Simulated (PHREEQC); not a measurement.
Consider water at 25 °C with 0.29 mol/kgw K2CO3, 0.00012 mol/kgw Al(NO3)3 and 6.7e-06 mol/kgw CO2. Closed to the air; pH follows from the charge balance.

The numbers come from PHREEQC with the ion-association model, wateq4f.dat.

| Property | Value |
|---|---|
| pH | 11.49 |
| ionic strength | 0.864 mol/kgw |
| activity of water | 0.985 |
| total alkalinity | 580 meq/kg |

```json
[
 {"species": "K+", "molality": "0.580", "activity": "0.352", "log γ": "-0.216"},
 {"species": "CO3-2", "molality": "0.284", "activity": "0.0547", "log γ": "-0.716"},
 {"species": "HCO3-", "molality": "0.00568", "activity": "0.00376", "log γ": "-0.179"},
 {"species": "OH-", "molality": "0.00518", "activity": "0.00306", "log γ": "-0.229"},
 {"species": "NO3-", "molality": "0.000360", "activity": "0.000204", "log γ": "-0.247"},
 {"species": "Al(OH)4-", "molality": "0.000120", "activity": "7.58e-5", "log γ": "-0.200"},
 {"species": "CO2", "molality": "2.27e-8", "activity": "2.77e-8", "log γ": "0.086"}
]
```

Precipitation was switched off in this run. Ionic strength above about 0.7 mol/kgw puts this run outside the model's range.
